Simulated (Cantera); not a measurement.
A closed system holds: 1 mol Al2O3, 0.18 mol O2, held at 1600 °C and 59.0 Pa.

Cantera equilibrium calculation (NASA polynomials, part measured and part estimated; ideal gas, pure solids and liquids). Candidate condensed phases: Al, Al2O3; 9 gas species. Kinetics and transport are ignored.

Base state: O2 0.990, O 0.00968 (mole fractions); condensed: Al2O3(s).

### Question
What changes in the equilibrium state with this change: temperature from 1600 °C to 1200 °C?

### Answer
```json
[
 {"species": "O2", "before": "0.990", "after": "1.000"},
 {"species": "O", "before": "0.00968", "after": "0.000115"},
 {"species": "Al2O3(s), mol", "before": "1.00", "after": "1.00"}
]
```

### Question
What changes in the equilibrium state with this change: pressure from 59.0 Pa to 1000 Pa?

### Answer
```json
[
 {"species": "O2", "before": "0.990", "after": "0.998"},
 {"species": "O", "before": "0.00968", "after": "0.00236"},
 {"species": "Al2O3(s), mol", "before": "1.00", "after": "1.00"}
]
```
